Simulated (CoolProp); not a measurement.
Vapour-liquid equilibrium of benzene (1) + dimethyl carbonate (2) at 178.45 °C; x and y are mole fractions of (1).

Values from CoolProp's multi-fluid Helmholtz-energy mixture model, Thol 2012 and Zhou 2011; pair parameters Bell 2016.

| x | bubble pressure, mixture model (MPa) | bubble pressure, Raoult's law (MPa) | y, mixture model | y, Raoult's law |
|---|---|---|---|---|
| 0.05 | 0.9202 | 0.9089 | 0.063 | 0.055 |
| 0.2 | 0.9604 | 0.9232 | 0.233 | 0.217 |
| 0.35 | ___ | 0.9375 | 0.383 | 0.373 |
| 0.5 | 1.009 | 0.9518 | ___ | 0.525 |
| 0.65 | 1.018 | 0.9661 | 0.656 | 0.672 |
| 0.8 | 1.018 | 0.9804 | ___ | 0.816 |
| 0.95 | 1.006 | 0.9947 | 0.945 | 0.955 |

Complete the blanks.


- 0.35, bubble pressure, mixture model (MPa): 0.9896
- 0.5, y, mixture model: 0.521
- 0.8, y, mixture model: 0.795

The largest gap from Raoult's law is +6.0 % in bubble pressure, at x = 0.5. y crosses x between x = 0.65 and 0.8: the model has an azeotrope there.

Pair parameters are fitted to limited data, so mixtures are less certain than the pure fluids.
